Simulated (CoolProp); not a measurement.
Model: reference Helmholtz-energy equation of state, Lemmon 2006, in CoolProp. It is a short technical equation, of lower accuracy than the large ones.

### Question
For carbon monoxide, give the phase and the cp (kJ/(kg K)), cv (kJ/(kg K)) at 392.4 K and 0.0106 MPa; 299.6 K and 0.0116 MPa; 418.4 K and 0.0726 MPa.

### Answer
- 392.4 K and 0.0106 MPa: gas; cp 1.05, cv 0.750
- 299.6 K and 0.0116 MPa: gas; cp 1.04, cv 0.744
- 418.4 K and 0.0726 MPa: gas; cp 1.05, cv 0.753
